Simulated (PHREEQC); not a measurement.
Solution (25 °C): 0.52 mmol/kgw CaSO4, 0.19 mmol/kgw CO2 and 0.00048 mmol/kgw H4SiO4. Closed to the air; pH follows from the charge balance.

Model: ion-association model, phreeqc.dat, run in PHREEQC.

**Question.** The ionic strength comes out as 0.00197 mol/kgw. What activity coefficients do Ca+2, HCO3-, SO4-2, H+ get?

**Answer.** Ca+2 0.82, HCO3- 0.95, SO4-2 0.82, H+ 0.95.

This is a speciation only: nothing precipitates in the calculation. Complexes and solids missing from the database can't appear.
